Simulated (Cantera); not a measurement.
Thermodynamics of calcination and drying, feed MgSO4 + CO2 + C

Feed: 1 mol MgSO4, 5.2 mol CO2, 0.17 mol C, at 1073 K and 14.0 Pa.

These are equilibrium values from Cantera (NASA tables, ideal gas, pure condensed phases), not measurements of a reactor. Candidate condensed phases: C, Mg, MgCO3, MgO, MgS, MgSO4, S; 26 gas species. Kinetics and transport are ignored.

- x(CO2) = 0.802
- x(SO2) = 0.149
- x(O2) = 0.0491
- x(SO3) = 0.000318
- n(MgO(s)) = 1.00 mol
- gas amount = 6.699 mol
- log10 activity of S(l) (absent) = -13.85
- log10 activity of C(graphite) (absent) = -18.06
- log10 activity of Mg(l) (absent) = -21.01
